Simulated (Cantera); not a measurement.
Cantera run:

```python
import numpy as np
import cantera as ct

gas_names = """
    Br Br2 H HBr H2 Si SiBr SiBr2 SiBr3 SiBr4 SiH SiHBr3 SiH2 SiH2Br2 SiH3 SiH3Br SiH4 Si2 Si3
""".split()
cond_names = """
    Br2(cr) Br2(L) Si(cr) Si(L)
""".split()


# ... load() reads the species with a 1 bar reference pressure and builds the phases ...
atoms = {
    'Si': {'Si': 1},
    'HBr': {'H': 1, 'Br': 1},
    'H2': {'H': 2},
}
top_T = {}  # K; cautious upper limits of use, not melting points


# ... equilibrate(T, P, feed) seeds the gas with the atoms and calls Mixture.equilibrate('TP', solver="vcs", rtol=1e-11, max_steps=5000) ...
results = []
feed = {'Si': 1, 'HBr': 18, 'H2': 11}  # mol
P = 10000  # Pa
for T in [898, 948, 998, 1048, 1098, 1148, 1198, 1248, 1298]:
    mix = equilibrate(T, P, feed)
    results.append((T, P, feed, dict(zip(mix.species_names, mix.species_moles))))

top = {s: max(r[3][s] / sum(r[3][g] for g in gas_names) for r in results) for s in gas_names}
cols = sorted((s for s in top if top[s] > 1e-06), key=lambda s: -top[s])[:8]
seen = [c for c in cond_names if any(r[3].get(c, 0) > 1e-12 for r in results)]
print("log10 of partial pressures in bar; condensed amounts in mol")
print(f"{'T/K':>10s}" + "".join(f"{s[:9]:>10s}" for s in cols + seen))
for T, P, feed, n in results:
    ng = sum(n[g] for g in gas_names)
    print(f"{T:10.4g}" + "".join(f"{np.log10(max(n[s] / ng * P / 1e5, 1e-99)):10.3f}" for s in cols)
          + "".join(f"{n.get(c, 0):10.4g}" for c in seen))
```

Output:

```
log10 of partial pressures in bar; condensed amounts in mol
       T/K       HBr        H2     SiBr4     SiBr2     SiBr3    SiHBr3        Br   SiH2Br2
       898    -1.301    -1.333    -2.448    -8.379    -6.799    -5.283    -6.950    -8.446
       948    -1.301    -1.333    -2.448    -7.521    -6.272    -5.069    -6.484    -8.017
       998    -1.301    -1.333    -2.449    -6.751    -5.799    -4.878    -6.065    -7.632
      1048    -1.301    -1.333    -2.450    -6.057    -5.373    -4.706    -5.685    -7.286
      1098    -1.301    -1.334    -2.452    -5.430    -4.987    -4.551    -5.339    -6.973
      1148    -1.300    -1.334    -2.457    -4.861    -4.639    -4.412    -5.022    -6.691
      1198    -1.300    -1.335    -2.465    -4.347    -4.325    -4.291    -4.731    -6.440
      1248    -1.299    -1.336    -2.484    -3.888    -4.049    -4.193    -4.462    -6.223
      1298    -1.296    -1.339    -2.522    -3.491    -3.818    -4.126    -4.211    -6.050
```

Equilibrium computed with Cantera from the NASA thermochemical tables; the gas is ideal and each condensed phase is pure. The tables' values for SiBr3 are old estimates; treat these amounts as uncertain.
